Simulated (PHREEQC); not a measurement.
A solution holds 0.72 mol/kgw H2SO4 and 0.52 mol/kgw KCl, at 20 °C. Closed to the air; pH follows from the charge balance.

All values are PHREEQC results (Pitzer model, pitzer.dat), not measurements.

Precipitation was switched off in this run.

Task: What pH does the model give?

Result: pH 0.04.

Task: In which forms is S present?

Result: HSO4- 77 %, SO4-2 23 % of the S.

In brines, pH and single-ion activities rest on the MacInnes convention.
